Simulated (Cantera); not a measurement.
An isothermal plug-flow reactor at 773 K and 100000 Pa (inlet), inlet velocity 0.27 m/s, active area per volume 9800 1/m; feed 0.272 % CH₄, 13.1 % O₂, 86.0 % N₂, 0.707 % H₂O.

Model: Deutschmann's 1995 Pt surface mechanism with GRI-Mech 3.0 gas chemistry, integrated in Cantera. Catalytic surfaces can have several steady states; this one follows from the mechanism file's or the stated starting coverage. Mass transfer to the wall is taken as infinitely fast.

Problem. Predict: x(CH₄) at z = 0.05 m; x(O₂) at z = 0.05 m; x(H₂O) at z = 0.05 m; x(CO₂) at z = 0.05 m; x(CO) at z = 0.05 m; θ(free Pt) at the exit; θ(O*) at the exit; θ(OH*) at the exit.

Solution. 
| Quantity | Result |
|---|---|
| x(CH₄) at z = 0.05 m | 0.00127 |
| x(O₂) at z = 0.05 m | 0.128 |
| x(H₂O) at z = 0.05 m | 0.00997 |
| x(CO₂) at z = 0.05 m | 0.00145 |
| x(CO) at z = 0.05 m | 1.33e-7 |
| θ(free Pt) at the exit | 0.0228 |
| θ(O*) at the exit | 0.975 |
| θ(OH*) at the exit | 0.00184 |
